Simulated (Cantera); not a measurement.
Gas mixture: C₂H₆ : CO₂ : NH₃ = 0.32 : 0.14 : 0.6 (molar parts), at 0.0180 bar, frozen composition.

Cantera's kinetic-theory transport with the Lennard-Jones parameters of GRI-Mech 3.0, ideal gas; thermal conductivity in the multicomponent form. Polar gases are described roughly by these parameters. The composition is frozen, though it would react at the higher temperatures.

D: mixture-averaged diffusion coefficient of that species in the mixture.

| T (K) | ρ (kg/m³) | cp (J/kg/K) | μ (µPa s) | λ (mW/m/K) | Pr | D (cm²/s) OH | D (cm²/s) H | D (cm²/s) CH₄ |
|---|---|---|---|---|---|---|---|---|
| 400 | 0.0133 | (withheld) | 14.4 | 38.4 | 0.719 | 27.1 | 99.4 | 18.5 |
| 650 | 0.00817 | (withheld) | 22.5 | 77.3 | 0.730 | 64.0 | 240 | 44.9 |
| 900 | 0.00590 | (withheld) | 29.5 | 119 | 0.734 | 112 | 425 | 79.5 |
| 1150 | 0.00462 | 3299 | 35.8 | 160 | 0.737 | 169 | 648 | 121 |
| 1400 | 0.00379 | 3558 | 41.5 | 200 | 0.737 | 235 | 904 | 169 |
| 1650 | 0.00322 | 3754 | 46.8 | 238 | 0.737 | 310 | 1190 | 223 |
| 1900 | 0.00280 | 3903 | 51.7 | 274 | 0.736 | 392 | 1510 | 283 |
| 2150 | 0.00247 | 4015 | 56.3 | 308 | 0.735 | 481 | 1860 | 348 |
| 2400 | 0.00221 | 4101 | 60.7 | 339 | 0.734 | 578 | 2230 | 418 |

Problem. Fill in the missing entries.

Solution. 
- 400, cp (J/kg/K): 1916
- 650, cp (J/kg/K): 2509
- 900, cp (J/kg/K): 2948
